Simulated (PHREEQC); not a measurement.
Solution (85 °C): 0.021 mol/kgw NH4HF2, 0.13 mol/kgw KF and 0.026 mol/kgw HCl. Closed to the air; pH follows from the charge balance.

Equilibrium calculation in PHREEQC: ion-association model, phreeqc.dat.

This is a speciation only: nothing precipitates in the calculation.

Q: What pH does the model give?

A: pH 4.06.

Q: In which forms is F present?

A: F- 64 %, HF 19 %, HF2- 17 % of the F.

Complexes and solids missing from the database can't appear. At this temperature some constants are extrapolated from 25 °C, and those without enthalpy data are left unchanged.
